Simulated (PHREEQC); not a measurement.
0.021 g of hydrous ferric oxide (600 m²/g; 0.2 weak and 0.005 strong sites per Fe, Dzombak-Morel constants, diffuse double layer) in 1 kg of water with 0.1 mol/kgw of an inert sodium salt, at 25 °C; the pH is set by adding NaOH or the inert anion's acid. Oxygen is held at 0.21 atm. The system is closed to CO2. No solid was allowed to form.

All values are PHREEQC results (ion-association model, wateq4f.dat), not measurements.

Question: Predict surface charge σ (C/m²), surface potential ψ (mV) at pH = 8, 10.

Answer: 
```json
[
 {"pH": "8", "surface charge σ (C/m²)": "0.004", "surface potential ψ (mV)": "5"},
 {"pH": "10", "surface charge σ (C/m²)": "-0.094", "surface potential ψ (mV)": "-85"}
]
```
